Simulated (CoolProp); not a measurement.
Vapour-liquid equilibrium of n-butane (1) + benzene (2) at 2.58 bar; x and y are mole fractions of (1).

The numbers come from the multi-fluid Helmholtz-energy mixture model, Bücker 2006 and Thol 2012; pair parameters Bell 2016 in CoolProp.

| x | bubble temperature (K) | y at the bubble point | dew temperature at overall composition x (K) | liquid density (mol/L) |
|---|---|---|---|---|
| 0.05 | 373.7 | 0.311 | 385.1 | ___ |
| 0.2 | 344.2 | 0.747 | 378.9 | 10.29 |
| 0.35 | 327.4 | 0.880 | 371.7 | 10.34 |
| 0.5 | 317.5 | 0.932 | 363.3 | 10.28 |
| 0.65 | ___ | 0.959 | 352.8 | 10.17 |
| 0.8 | 306.1 | 0.977 | 338.4 | 10.02 |
| 0.95 | ___ | 0.994 | 313.2 | 9.867 |

**Question.** Some entries are withheld; supply them.

**Answer.** 
- 0.05, liquid density (mol/L): 10.05
- 0.65, bubble temperature (K): 311.0
- 0.95, bubble temperature (K): 301.6

No azeotrope shows between x = 0.05 and 0.95.

The pair parameters rest on a limited set of measurements; away from them the model extrapolates.
